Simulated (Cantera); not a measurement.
Feed: 1 mol CO2, 0.24 mol O2, a varied amount of N2, equilibrated at 2150 °C and 1.00 Torr.

Cantera equilibrium calculation (NASA polynomials, part measured and part estimated; ideal gas, pure solids and liquids). Candidate condensed phases: C; 24 gas species. The numbers say what is thermodynamically allowed, not how fast it happens.

**Question.** At 1.3 mol N2, list the 6 most abundant gas species with their mole fractions, and the condensed phases.

**Answer.** N2 0.426, CO 0.214, O2 0.132, CO2 0.118, O 0.0976, NO 0.0117. Condensed: gas only.
